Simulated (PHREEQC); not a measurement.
Dissolve 78 mmol/kgw NH3 and 0.26 mmol/kgw Na2SiO3 at 85 °C. Closed to the air; pH follows from the charge balance.

The numbers come from PHREEQC with the ion-association model, phreeqc.dat.

No solid was allowed to form.

Question: Order these Si species by the share of Si that they hold, largest first: H3SiO4-, H4SiO4, H2SiO4-2.

Answer: H3SiO4- (73 %), H4SiO4 (27 %), H2SiO4-2 (0.37 %)

The pH is 9.61 and the ionic strength 0.00157 mol/kgw. Complexes and solids missing from the database can't appear. Constants without temperature data keep their 25 °C values here.
